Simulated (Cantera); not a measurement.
An adiabatic, constant-volume homogeneous reactor starts with CH4 : O2 : N2 : CO2 = 1 : 2.47 : 9.28 : 3.5 (molar parts), equivalence ratio 0.81, at 1625 K and 0.197 atm.

Model: GRI-Mech 3.0 (53 species, 325 reactions), integrated in Cantera.

Predict: time of steepest temperature rise; temperature at 0.300 s; equilibrium temperature; x(O2) at 0.300 s; x(CO2) at 0.300 s; x(CO) at 0.300 s; x(OH) at 0.300 s.


```json
{
  "time_of_steepest_temperature_rise": "1.87 ms",
  "temperature at 0.300 s": "2450 K",
  "equilibrium_temperature": "2450 K",
  "x(O2) at 0.300 s": "0.0467 (gas-phase equilibrium 0.0467)",
  "x(CO2) at 0.300 s": "0.217 (gas-phase equilibrium 0.217)",
  "x(CO) at 0.300 s": "0.0507 (gas-phase equilibrium 0.0507)",
  "x(OH) at 0.300 s": "0.0118 (gas-phase equilibrium 0.0118)"
}
```
